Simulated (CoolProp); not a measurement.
Dimethyl carbonate along the isobar 24800 kPa: density (kg/m³) from the reference equation and from simpler models built on Tc = 557.0 K, pc = 4909 kPa, ω = 0.346; each cubic takes its own stable root.

Computed with CoolProp (reference Helmholtz-energy equation of state, Zhou 2011).

```csv
T (K),phase,reference
536,liquid,779.2
545.2,liquid,765.4
554.3,liquid,751.4
563.4,supercritical,737.2
572.6,supercritical,722.4
581.7,supercritical,707.5
590.9,supercritical,692.1
600,supercritical,676.6
```

How far does each simpler model (van der Waals, Redlich-Kwong, Peng-Robinson) lie from the reference over these 8 states: mean and median of the absolute difference, and the worst?


- van der Waals: mean 28.2 %, median 28.3 %, worst -30.7 % at 536 K and 24800 kPa
- Redlich-Kwong: mean 8.9 %, median 9.1 %, worst -10.0 % at 536 K and 24800 kPa
- Peng-Robinson: mean 0.6 %, median 0.5 %, worst +1.3 % at 536 K and 24800 kPa
